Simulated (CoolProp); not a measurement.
Vapour-liquid equilibrium of propylene (1) + dimethyl ether (2) at 17 bar; x and y are mole fractions of (1).

Values from CoolProp's multi-fluid Helmholtz-energy mixture model, Lemmon 2013 and Wu 2011; pair parameters Bell 2016.

**Question.** Give the bubble temperature and the first vapour's composition at x = 0.45, 0.55, 0.75. Is there an azeotrope?

**Answer.** x = 0.45: 52.5 °C, y = 0.558; x = 0.55: 50.0 °C, y = 0.648; x = 0.75: 45.7 °C, y = 0.811. No azeotrope shows between x = 0.05 and 0.95.

The pair parameters rest on a limited set of measurements; away from them the model extrapolates.
